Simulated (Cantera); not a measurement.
**Adiabatic ignition**

An adiabatic, constant-pressure homogeneous reactor starts with CO : H2 : O2 : N2 = 1 : 0.64 : 0.39 : 1.47 (molar parts), at 1775 K and 5.00 bar.

Cantera simulation using GRI-Mech 3.0 (53 species, 325 reactions); the numbers are that mechanism's predictions, not measurements. The hydrogen kinetics of GRI-Mech 3.0 are dated; newer H2 mechanisms differ, most at raised pressure. Above 3000 K some thermodynamic fits are extrapolated.

```tsv
t (s)	T (K)	x CO	x H2	x O2	x NO	x N2O
8.00e-6	2740	0.231	0.0519	0.00887	0.000189	1.78e-7
2.46e-5	3004	0.231	0.0502	0.00431	0.000737	3.41e-7
7.59e-5	3032	0.231	0.0503	0.00356	0.00211	3.88e-7
0.000234	3025	0.232	0.0508	0.00332	0.00413	4.34e-7
0.000721	3023	0.232	0.0510	0.00325	0.00468	4.52e-7
0.00222	3023	0.232	0.0510	0.00325	0.00468	4.52e-7
0.00684	3023	0.232	0.0510	0.00325	0.00468	4.52e-7
0.0211	3023	0.232	0.0510	0.00325	0.00468	4.52e-7
0.0649	3023	0.232	0.0510	0.00325	0.00468	4.52e-7
0.200	3023	0.232	0.0510	0.00325	0.00468	4.52e-7
```
x: mole fraction; the columns are a selection and need not sum to one.

* **time of steepest temperature rise**: 1.74 µs
* **temperature at 0.200 s**: 3023 K
* **equilibrium temperature**: 3023 K
* **x(CO) at 0.200 s**: 0.232 (gas-phase equilibrium 0.232)
* **x(H2) at 0.200 s**: 0.0510 (gas-phase equilibrium 0.0510)
* **x(O2) at 0.200 s**: 0.00325 (gas-phase equilibrium 0.00325)
